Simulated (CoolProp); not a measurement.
Vapour-liquid equilibrium of carbon dioxide (1) + 1-butene (2) at 277.1 K; x and y are mole fractions of (1).

Computed with CoolProp (multi-fluid Helmholtz-energy mixture model, Span 1996 and Lemmon 2005; pair parameters Bell 2016).

| x | bubble pressure (MPa) | y at the bubble point | dew pressure at overall composition x (MPa) | liquid density (mol/L) |
|---|---|---|---|---|
| 0.05 | 0.3507 | 0.576 | 0.1566 | 11.24 |
| 0.2 | 0.9891 | 0.853 | 0.1863 | ? |
| 0.35 | 1.587 | ? | 0.2294 | 13.35 |
| 0.5 | 2.097 | 0.937 | ? | 14.62 |
| 0.65 | 2.549 | 0.953 | 0.4238 | ? |
| 0.8 | 3.020 | 0.969 | 0.7344 | 17.74 |
| 0.95 | 3.617 | 0.990 | 2.459 | 19.75 |

Complete the blanks.


- 0.2, liquid density (mol/L): 12.24
- 0.35, y at the bubble point: 0.911
- 0.5, dew pressure at overall composition x (MPa): 0.2978
- 0.65, liquid density (mol/L): 16.06

No azeotrope shows between x = 0.05 and 0.95.

Pair parameters are fitted to limited data, so mixtures are less certain than the pure fluids. The gap from Raoult's law changes sign with composition, which may be real or a fault of the pair parameters; it wasn't checked against measurements.
